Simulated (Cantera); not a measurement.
A Cantera script and what it prints.

```python
import numpy as np
import cantera as ct

gas_names = """
    CL CL2 H HCL H2 Si SiCL SiCL2 SiCL3 SiCL4 SiH SiHCL3 SiH2 SiH2CL2 SiH3 SiH3CL SiH4 Si2 Si3
""".split()
cond_names = """
    Si(cr) Si(L)
""".split()


# ... load() reads the species with a 1 bar reference pressure and builds the phases ...
atoms = {
    'SiHCl3': {'Si': 1, 'H': 1, 'CL': 3},
    'Cl2': {'CL': 2},
    'H2': {'H': 2},
}
top_T = {}  # K; cautious upper limits of use, not melting points


# ... equilibrate(T, P, feed) seeds the gas with the atoms and calls Mixture.equilibrate('TP', solver="vcs", rtol=1e-11, max_steps=5000) ...
results = []
feed = {'SiHCl3': 1, 'Cl2': 0.11, 'H2': 8.9}  # mol
T = 1698.15  # K
for P in [100, 260, 670, 1700, 4500, 12000, 30000, 77000, 200000]:
    mix = equilibrate(T, P, feed)
    results.append((T, P, feed, dict(zip(mix.species_names, mix.species_moles))))

top = {s: max(r[3][s] / sum(r[3][g] for g in gas_names) for r in results) for s in gas_names}
cols = sorted((s for s in top if top[s] > 0.0001), key=lambda s: -top[s])[:8]
seen = [c for c in cond_names if any(r[3].get(c, 0) > 1e-12 for r in results)]
print("log10 of partial pressures in bar; condensed amounts in mol")
print(f"{'P/Pa':>10s}" + "".join(f"{s[:9]:>10s}" for s in cols + seen))
for T, P, feed, n in results:
    ng = sum(n[g] for g in gas_names)
    print(f"{P:10.4g}" + "".join(f"{np.log10(max(n[s] / ng * P / 1e5, 1e-99)):10.3f}" for s in cols)
          + "".join(f"{n.get(c, 0):10.4g}" for c in seen))
```

It prints:

```
log10 of partial pressures in bar; condensed amounts in mol
      P/Pa        H2       HCL     SiCL2     SiCL3         H    SiHCL3     SiCL4   SiH2CL2     Si(L)
       100    -3.106    -3.882    -4.102    -6.520    -5.392    -8.583    -8.643    -9.282    0.1094
       260    -2.690    -3.466    -3.687    -5.898    -5.184    -7.753    -7.813    -8.451     0.115
       670    -2.278    -3.055    -3.277    -5.283    -4.978    -6.932    -6.993    -7.629    0.1176
      1700    -1.873    -2.652    -2.875    -4.680    -4.776    -6.126    -6.189    -6.822    0.1191
      4500    -1.450    -2.231    -2.457    -4.053    -4.564    -5.288    -5.353    -5.981    0.1204
   1.2e+04    -1.023    -1.809    -2.039    -3.427    -4.351    -4.449    -4.519    -5.137    0.1222
     3e+04    -0.624    -1.418    -1.656    -2.852    -4.151    -3.674    -3.752    -4.354    0.1248
   7.7e+04    -0.212    -1.020    -1.272    -2.277    -3.945    -2.893    -2.985    -3.559     0.129
     2e+05     0.205    -0.626    -0.903    -1.722    -3.737    -2.129    -2.245    -2.772     0.135
```

Method: chemical equilibrium by Gibbs-energy minimisation in Cantera with the NASA 1993 tables (ideal gas, pure condensed phases). The tables' values for SiCl3, SiCl are old estimates; treat these amounts as uncertain. Gases not in the tables: Si2H6 and higher silanes.
